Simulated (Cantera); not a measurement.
Feed: 1 mol c-C₄F₈, 0.033 mol F₂, 0.68 mol H₂, held at 1000 K and 1.50 mbar.

Cantera equilibrium calculation (NASA polynomials, part measured and part estimated; ideal gas, pure solids and liquids). Candidate condensed phases: C, C₆H₆, C₇H₈, C₈H₁₈; 95 gas species. The feed counts by its element totals alone. Gases not in the tables: C₂F₆ and larger saturated fluorocarbons. The numbers say what is thermodynamically allowed, not how fast it happens.

Base state: CF₄ 0.552, HF 0.448 (mole fractions); condensed: C(graphite).

What changes in the equilibrium state with this change: temperature from 1000 K to 1723.15 K?


| species | before | after |
|---|---|---|
| CF₄ | 0.552 | 0.536 |
| HF | 0.448 | 0.443 |
| CF₂ | 1.04e-8 | 0.0146 |
| F | <1e-9 | 0.00593 |
| CF₃ | 1.11e-8 | 0.00105 |
| C(graphite), mol | 2.32 | 2.30 |

What changes in the equilibrium state with this change: temperature from 1000 K to 2548.15 K?


```tsv
species	before	after
F	<1e-9	0.727
HF	0.448	0.179
CF₂	1.04e-8	0.0648
CF₄	0.552	4.31e-5
CF	<1e-9	0.0275
C₃	<1e-9	0.000691
H	<1e-9	0.000371
C	<1e-9	0.000212
C(graphite), mol	2.32	3.28
```

What changes in the equilibrium state with this change: temperature from 1000 K to 1775 K?


| species | before | after |
|---|---|---|
| CF₄ | 0.552 | 0.524 |
| HF | 0.448 | 0.438 |
| CF₂ | 1.04e-8 | 0.0253 |
| F | <1e-9 | 0.0113 |
| CF₃ | 1.11e-8 | 0.00163 |
| CF | <1e-9 | 1.48e-5 |
| C(graphite), mol | 2.32 | 2.29 |
